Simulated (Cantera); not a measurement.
What does this Cantera script print?

```python
import numpy as np
import cantera as ct

gas_names = [...]  # 96 gases of nasa_gas.yaml made of C, Cl, H, Ti
cond_names = """
    C(gr) C6H6(L) C7H8(L) C8H18(L),n-octa Ti(a) Ti(b) Ti(L) TiC(s) TiC(L) TiCL2(s) TiCL3(s) TiCL4(L)
""".split()


# ... load() reads the species with a 1 bar reference pressure and builds the phases ...
atoms = {
    'TiCl4': {'Ti': 1, 'CL': 4},
    'CH4': {'C': 1, 'H': 4},
    'C3H8': {'C': 3, 'H': 8},
}
top_T = {'C(gr)': 4500, 'TiCL2(s)': 1300, 'TiCL3(s)': 1000}  # K; cautious upper limits of use, not melting points


# ... equilibrate(T, P, feed) seeds the gas with the atoms and calls Mixture.equilibrate('TP', solver="gibbs", rtol=1e-10, max_steps=50000) ...
results = []
feed = {'TiCl4': 1, 'CH4': 1.2, 'C3H8': 0.062}  # mol
P = 12000  # Pa
for T in [1423, 1523, 1623, 1723, 1823, 1923, 2023, 2123, 2223]:
    mix = equilibrate(T, P, feed)
    results.append((T, P, feed, dict(zip(mix.species_names, mix.species_moles))))
    x = sorted(zip(gas.X, gas.species_names), reverse=True)
    print(f"T = {T:g} K  P = {P:g} Pa  gas = {mix.phase_moles(0):.4g} mol")
    print("   x: " + "  ".join(f"{s} {v:.3e}" for v, s in x if v > 0.001))
    print("   condensed (mol): " + ("  ".join(f"{mix.phase(i).name} {mix.phase_moles(i):.4g}"
          for i in range(1, mix.n_phases) if mix.phase_moles(i) > 1e-12) or "none"))
```

It prints:

```
T = 1423 K  P = 12000 Pa  gas = 4.188 mol
   x: HCL 4.563e-01  H2 4.039e-01  TiCL4 7.980e-02  TiCL3 5.979e-02
   condensed (mol): C(gr) 0.9706  TiC(s) 0.4151
T = 1523 K  P = 12000 Pa  gas = 4.271 mol
   x: HCL 5.152e-01  H2 3.622e-01  TiCL3 6.810e-02  TiCL4 5.413e-02
   condensed (mol): C(gr) 0.9087  TiC(s) 0.4771
T = 1623 K  P = 12000 Pa  gas = 4.337 mol
   x: HCL 5.622e-01  H2 3.293e-01  TiCL3 7.204e-02  TiCL4 3.572e-02
   condensed (mol): C(gr) 0.8552  TiC(s) 0.5306
T = 1723 K  P = 12000 Pa  gas = 4.389 mol
   x: HCL 5.989e-01  H2 3.037e-01  TiCL3 7.231e-02  TiCL4 2.330e-02
   condensed (mol): C(gr) 0.8096  TiC(s) 0.5761
T = 1823 K  P = 12000 Pa  gas = 4.43 mol
   x: HCL 6.274e-01  H2 2.837e-01  TiCL3 6.998e-02  TiCL4 1.521e-02  TiCL2 1.883e-03  CL 1.124e-03
   condensed (mol): C(gr) 0.7711  TiC(s) 0.6143
T = 1923 K  P = 12000 Pa  gas = 4.465 mol
   x: HCL 6.488e-01  H2 2.678e-01  TiCL3 6.595e-02  TiCL4 9.985e-03  TiCL2 3.323e-03  CL 2.565e-03  H 1.407e-03
   condensed (mol): C(gr) 0.7388  TiC(s) 0.6461
T = 2023 K  P = 12000 Pa  gas = 4.5 mol
   x: HCL 6.638e-01  H2 2.550e-01  TiCL3 6.083e-02  TiCL4 6.598e-03  TiCL2 5.438e-03  CL 5.353e-03  H 2.768e-03
   condensed (mol): C(gr) 0.7118  TiC(s) 0.6721
T = 2123 K  P = 12000 Pa  gas = 4.539 mol
   x: HCL 6.721e-01  H2 2.444e-01  TiCL3 5.490e-02  CL 1.033e-02  TiCL2 8.322e-03  H 5.120e-03  TiCL4 4.366e-03
   condensed (mol): C(gr) 0.6892  TiC(s) 0.6931
T = 2223 K  P = 12000 Pa  gas = 4.588 mol
   x: HCL 6.729e-01  H2 2.356e-01  TiCL3 4.830e-02  CL 1.861e-02  TiCL2 1.197e-02  H 8.976e-03  TiCL4 2.867e-03
   condensed (mol): C(gr) 0.6697  TiC(s) 0.7099
```

Method: chemical equilibrium by Gibbs-energy minimisation in Cantera with the NASA 1993 tables (ideal gas, pure condensed phases). The tables' values for TiCl2 are old estimates; treat these amounts as uncertain. TiC: taken at fixed stoichiometry.
